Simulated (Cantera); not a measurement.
Ignition delay

Mixture: 6.26 % CH4, 0.200 % H2, 19.7 % O2, 73.8 % N2, equivalence ratio 0.64, at 1500000 Pa, adiabatic and at constant pressure. Ignition delay is the time to a rise of 400 K.

Cantera simulation using GRI-Mech 3.0 (53 species, 325 reactions); the numbers are that mechanism's predictions, not measurements. The pressure lies above the range GRI-Mech 3.0 was tuned for (to about 10 atm). Below about 1000 K GRI-Mech 3.0 lacks low-temperature oxidation paths. Below about 950 K walls govern HO2 and H2O2 in real vessels.

```json
[
 {"T0 (K)": "900", "delay (ms)": "200"},
 {"T0 (K)": "975", "delay (ms)": "40.1"},
 {"T0 (K)": "1050", "delay (ms)": "11.3"},
 {"T0 (K)": "1125", "delay (ms)": "4.07"},
 {"T0 (K)": "1200", "delay (ms)": "1.71"},
 {"T0 (K)": "1275", "delay (ms)": "0.778"},
 {"T0 (K)": "1350", "delay (ms)": "0.372"}
]
```

* **apparent activation energy between 1200 and 1350 K**: 140 kJ/mol
